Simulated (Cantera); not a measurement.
**Ignition delay**

Mixture: CH4 : CO : O2 : N2 = 1 : 0.099 : 1.45 : 5.95 (molar parts), equivalence ratio 1.4, at 32000 Pa, adiabatic and at constant pressure. Ignition delay is the time to a rise of 400 K.

Detailed kinetics in Cantera: GRI-Mech 3.0 (53 species, 325 reactions).

```tsv
T0 (K)	delay (ms)
1250	75.9
1350	19.2
1450	5.83
1550	2.15
1650	0.944
1750	0.472
1850	0.259
1950	0.154
2050	0.0963
2150	0.0635
```

- apparent activation energy between 1950 and 2150 K = 150 kJ/mol
